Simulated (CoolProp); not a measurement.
The numbers come from the reference Helmholtz-energy equation of state, Lemmon 2006 in CoolProp. It is a short technical equation, of lower accuracy than the large ones.

Problem. For nitrous oxide, give the phase and the density (kg/m³), Joule-Thomson coefficient (K/MPa), isothermal compressibility (1/MPa), expansivity (1/kK) at 199.75 °C and 38800 kPa.

Solution. 
- 199.75 °C and 38800 kPa: supercritical; density 503, Joule-Thomson coefficient 0.925, isothermal compressibility 0.0192, expansivity 3.68
